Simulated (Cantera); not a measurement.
A closed system holds: 1 mol toluene, 85 mol H2, 0.19 mol N2, at 1750 K and 4650 Torr.

Method: chemical equilibrium by Gibbs-energy minimisation in Cantera with the NASA 1993 tables (ideal gas, pure condensed phases). Candidate condensed phases: C, C6H6, C7H8, C8H18; 92 gas species. Kinetics and transport are ignored.

Base state: H2 0.992, CH4 0.00557, N2 0.00203, HCN 0.000214, C2H2 (acetylene) 0.000114, H 9.30e-5, C2H4 2.34e-5, CH3 1.06e-5 (mole fractions); condensed: C(graphite).

### Question
What changes in the equilibrium state with this change: temperature from 1750 K to 1875 K?

### Answer
| species | before | after |
|---|---|---|
| H2 | 0.992 | 0.993 |
| CH4 | 0.00557 | 0.00371 |
| N2 | 0.00203 | 0.00193 |
| C2H2 (acetylene) | 0.000114 | 0.000315 |
| H | 9.30e-5 | 0.000262 |
| HNC | 7.24e-6 | 1.71e-5 |
| C(graphite), mol | 6.46 | 6.57 |
